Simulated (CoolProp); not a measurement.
The numbers come from the reference Helmholtz-energy equation of state, Lemmon 2006 in CoolProp. It is a short technical equation, of lower accuracy than the large ones.

Give the vapour pressure (MPa), vapour density (kg/m³), enthalpy of vaporisation (kJ/kg), surface tension (mN/m) of saturated CH3F (R41) at 270.9 K.


```
T (K)  p (MPa)  vapour density (kg/m³)  enthalpy of vaporisation (kJ/kg)  surface tension (mN/m)
-----  -------  ----------------------  --------------------------------  ----------------------
270.9     1.92                    39.7                               340                    4.63
```

Surface tension comes from a separate correlation (Mulero 2012).
